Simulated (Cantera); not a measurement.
Feed: 1 mol AlN, 440 mol H₂, held at 1575 K and 9.40 mbar.

Equilibrium computed with Cantera from the NASA thermochemical tables; the gas is ideal and each condensed phase is pure. Candidate condensed phases: Al, AlN; 13 gas species. Equilibrium is a limit: real reactors are often held back by kinetics, nucleation or transport.

Base state: H₂ 0.999, H 0.000429, Al 0.000103, N₂ 5.60e-5 (mole fractions); condensed: AlN(s).

Problem. What changes in the equilibrium state with this change: pressure from 9.40 mbar to 1.00 mbar?

Solution. 
```
species        before     after
-----------  --------  --------
H₂              0.999     0.997
H            0.000429   0.00131
Al           0.000103  0.000986
N₂            5.60e-5  0.000507
AlH           9.12e-6   2.84e-5
AlN(s), mol     0.951     0.552
```
